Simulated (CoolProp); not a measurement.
Model: reference Helmholtz-energy equation of state, Thol 2018, in CoolProp.

Task: For hydrogen chloride, give the phase and the cp (kJ/(kg K)), cv (kJ/(kg K)), Joule-Thomson coefficient (K/MPa) at 228.25 °C and 2000 kPa; 18.75 °C and 49.4 kPa; -78.85 °C and 8250 kPa.

Result: 
- 228.25 °C and 2000 kPa: gas; cp 0.835, cv 0.581, Joule-Thomson coefficient 5.41
- 18.75 °C and 49.4 kPa: gas; cp 0.805, cv 0.573, Joule-Thomson coefficient 16.6
- -78.85 °C and 8250 kPa: liquid; cp 1.64, cv 1.03, Joule-Thomson coefficient -0.311
